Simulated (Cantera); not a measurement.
Ta₂O₅ + CH₄ + CO (carbothermic reduction)

A closed system holds: 1 mol Ta₂O₅, 2.3 mol CH₄, 0.13 mol CO, held at 0.623 Torr.

Equilibrium computed with Cantera from the NASA thermochemical tables; the gas is ideal and each condensed phase is pure. Candidate condensed phases: C, C₆H₆, C₇H₈, C₈H₁₈, H₂O, Ta, TaC, Ta₂O₅; 113 gas species. Mutual solubility and eutectic melting of coexisting phases are not modelled. TaC: taken at fixed stoichiometry. Condensed phases not in the tables: Ta₂C, N, O or C dissolved in the metal. Kinetics and transport are ignored.

At 873 K the condensed part is C(graphite) + Ta₂O₅(s). At 973 K the condensed part is C(graphite) + TaC(s) + Ta₂O₅(s). From 1073 K to 1773 K the condensed part is TaC(s) + Ta₂O₅(s). From 1873 K to 1973 K the condensed part is Ta(s) + Ta₂O₅(s). From 2073 K to 2173 K the condensed part is Ta(s) + Ta₂O₅(l).

```tsv
T (K)	x H₂	x CO	x H	x TaO₂	x TaO	n C(graphite)	n Ta₂O₅(s)	n TaC(s)	n Ta(s)	n Ta₂O₅(l)
873	0.972	0.0274	1.60e-9	<1e-12	<1e-12	2.30	1.00	0	0	0
973	0.763	0.236	3.28e-8	<1e-12	<1e-12	0.487	0.741	0.518	0	0
1073	0.722	0.278	4.13e-7	<1e-12	<1e-12	0	0.671	0.657	0	0
1173	0.722	0.278	3.48e-6	<1e-12	<1e-12	0	0.671	0.658	0	0
1273	0.722	0.278	2.10e-5	<1e-12	<1e-12	0	0.671	0.658	0	0
1373	0.722	0.278	9.82e-5	3.43e-11	<1e-12	0	0.671	0.658	0	0
1473	0.721	0.278	0.000373	1.68e-9	5.87e-11	0	0.671	0.658	0	0
1573	0.720	0.278	0.00120	4.98e-8	3.13e-9	0	0.671	0.658	0	0
1673	0.719	0.278	0.00335	9.68e-7	1.03e-7	0	0.671	0.658	0	0
1773	0.714	0.277	0.00835	1.33e-5	2.26e-6	0	0.671	0.658	0	0
1873	0.639	0.342	0.0179	0.000119	2.31e-5	0	0.539	0	0.922	0
1973	0.622	0.339	0.0369	0.000787	0.000151	0	0.536	0	0.921	0
2073	0.591	0.332	0.0702	0.00422	0.000811	0	0	0	0.915	0.524
2173	0.537	0.317	0.123	0.0172	0.00351	0	0	0	0.884	0.479
```
x: gas mole fraction; n: condensed amount in mol.
